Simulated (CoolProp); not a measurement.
R11 along the isotherm 500 K: fugacity coefficient from the reference equation and from simpler models built on Tc = 471.1 K, pc = 4.408 MPa, ω = 0.189; each cubic takes its own stable root.

Values from CoolProp's reference Helmholtz-energy equation of state, Jacobsen 1992.

| p (MPa) | phase | reference | van der Waals | Redlich-Kwong | Peng-Robinson |
|---|---|---|---|---|---|
| 3.67 | gas | 0.7764 | 0.7880 | 0.7715 | 0.7553 |
| 7.35 | supercritical | 0.5561 | 0.5656 | 0.5539 | 0.5408 |
| 11 | supercritical | 0.4298 | 0.4535 | 0.4342 | 0.4202 |
| 14.7 | supercritical | 0.3661 | 0.4009 | 0.3735 | 0.3577 |
| 18.4 | supercritical | 0.3303 | 0.3747 | 0.3393 | 0.3215 |
| 22 | supercritical | 0.3095 | 0.3628 | 0.3195 | 0.2996 |
| 25.7 | supercritical | 0.2966 | 0.3595 | 0.3073 | 0.2852 |
| 29.4 | supercritical | 0.2894 | 0.3624 | 0.3008 | 0.2763 |
| 33.1 | supercritical | 0.2862 | 0.3701 | 0.2981 | 0.2711 |
| 36.7 | supercritical | 0.2861 | 0.3814 | 0.2985 | 0.2688 |
| 40.4 | supercritical | 0.2883 | 0.3965 | 0.3012 | 0.2686 |
| 44.1 | supercritical | 0.2925 | 0.4150 | 0.3059 | 0.2702 |
